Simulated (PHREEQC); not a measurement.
PHREEQC input (ion-association model, wateq4f.dat):

```
SOLUTION 1
  temp 20
  units mol/kgw
  pH 7 charge
END
SELECTED_OUTPUT 1
  -reset false
  -pH true
  -pe true
  -ionic_strength true
  -water true
  -totals Ag C Cl C(-4) C(4)
  -molalities H+ Ag+ CO3-2 Cl- CO2 HCO3- O2 OH- AgCl AgCl2-
    AgCl3-2 AgCl4-3 AgOH Ag(OH)2-
  -equilibrium_phases Cerargyrite Ag2O Ag2CO3
PRINT
  -reset false
USE solution 1
EQUILIBRIUM_PHASES 1
  Cerargyrite 0 0.1
  Ag2O 0 0
  Ag2CO3 0 0
  O2(g) -0.68 10
  CO2(g) -5 10
END
# ... the last block is repeated for the other 10 points of log pCO2 (atm)
```

Selected output (columns that matter, 11 of 11 rows; log pCO2 (atm) added in front):

```
log pCO2 (atm)	pH	mu	Ag	C	Cl	m_H+	m_Ag+	m_Cl-	m_CO2	m_OH-
-5	6.3854	1.11e-05	1.0915e-05	7.8851e-07	1.0915e-05	4.1327e-07	1.0687e-05	1.0686e-05	3.9186e-07	1.6555e-08
-4.5	6.1415	1.1412e-05	1.0915e-05	1.9544e-06	1.0915e-05	7.2477e-07	1.0687e-05	1.0687e-05	1.2392e-06	9.4408e-09
-4	5.8934	1.1972e-05	1.0916e-05	5.1964e-06	1.0916e-05	1.2832e-06	1.0688e-05	1.0688e-05	3.9186e-06	5.3334e-09
-3.5	5.6441	1.2969e-05	1.0918e-05	1.4668e-05	1.0918e-05	2.2789e-06	1.069e-05	1.069e-05	1.2392e-05	3.004e-09
-3	5.3943	1.4745e-05	1.0921e-05	4.3236e-05	1.0921e-05	4.0518e-06	1.0693e-05	1.0693e-05	3.9186e-05	1.6905e-09
-2.5	5.1443	1.7905e-05	1.0926e-05	0.00013112	1.0926e-05	7.2074e-06	1.0698e-05	1.0698e-05	0.00012392	9.5121e-10
-2	4.8944	2.3531e-05	1.0934e-05	0.00040468	1.0934e-05	1.2825e-05	1.0705e-05	1.0705e-05	0.00039186	5.3531e-10
-1.5	4.6444	3.3548e-05	1.0945e-05	0.001262	1.0945e-05	2.2831e-05	1.0717e-05	1.0717e-05	0.0012392	3.0135e-10
-1	4.3944	5.1395e-05	1.0962e-05	0.0039592	1.0962e-05	4.0661e-05	1.0734e-05	1.0734e-05	0.0039186	1.6973e-10
-0.5	4.1444	8.3218e-05	1.0986e-05	0.012464	1.0986e-05	7.246e-05	1.0758e-05	1.0758e-05	0.012391	9.5649e-11
0	3.8945	0.00014	1.1019e-05	0.039314	1.1019e-05	0.00012921	1.0791e-05	1.0791e-05	0.039185	5.3939e-11
```

Complexes and solids missing from the database can't appear.
